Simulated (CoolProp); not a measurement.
Saturation properties of n-perfluoropentane.

Model: reference Helmholtz-energy equation of state, Gao 2022, in CoolProp.

```tsv
T (°C)	p (bar)	liquid density (kg/m³)	vapour density (kg/m³)	enthalpy of vaporisation (kJ/kg)	liquid cp (kJ/(kg K))
-20.65	0.1029	___	1.425	104.0	0.9586
-12.75	___	1722	2.143	102.1	0.9738
-4.85	0.2377	1699	3.128	100.0	0.9891
3.05	0.3457	1675	4.448	97.99	1.005
10.95	0.4902	1650	6.180	95.87	1.020
18.85	0.6793	1625	8.410	93.68	1.036
26.75	0.9219	1599	11.24	___	1.051
34.65	1.228	1572	14.77	89.03	1.067
42.55	1.607	1545	19.14	86.55	1.083
50.45	2.071	1516	24.49	83.95	1.100
58.35	2.631	1487	30.99	81.21	1.117
66.25	3.300	1455	38.85	___	1.135
74.15	4.091	1422	48.34	75.22	1.155
82.05	5.017	1387	59.77	71.92	1.176
89.95	6.094	1350	73.59	68.35	1.200
```

Problem. Complete the blanks.

Solution. 
- -20.65, liquid density (kg/m³): 1746
- -12.75, p (bar): 0.1588
- 26.75, enthalpy of vaporisation (kJ/kg): 91.40
- 66.25, enthalpy of vaporisation (kJ/kg): 78.31

It boils at 29.3 °C under 1 atm.
